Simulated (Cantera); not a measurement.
Feed: 1 mol CH2F2, 0.65 mol Si, held at 925 °C and 0.000280 bar.

Cantera equilibrium calculation (NASA polynomials, part measured and part estimated; ideal gas, pure solids and liquids). The tables' values for SiF3, SiF2 are old estimates; treat these amounts as uncertain. Equilibrium is a limit: real reactors are often held back by kinetics, nucleation or transport.

| species | before | after |
|---|---|---|
| H2 | 0.661 | 0.665 |
| SiF4 | 0.326 | 0.331 |
| HF | 0.00654 | 0.00184 |
| SiF3 | 0.00496 | 0.000984 |
| SiF2 | 8.31e-5 | 4.70e-6 |
| SiHF3 | 0.00106 | 0.000808 |
| C(graphite), mol | 0.850 | 0.850 |
| SiC(s), mol | 0.150 | 0.150 |
Gas species are given as mole fractions.

What was changed between the two runs?
A) temperature from 925 °C to 802 °C
B) temperature from 925 °C to 725 °C
C) Si from 0.65 to 0.073 mol
D) pressure from 0.000280 bar to 0.270 bar

A, temperature from 925 °C to 802 °C. The tables' values for SiF3 are old estimates; treat these amounts as uncertain
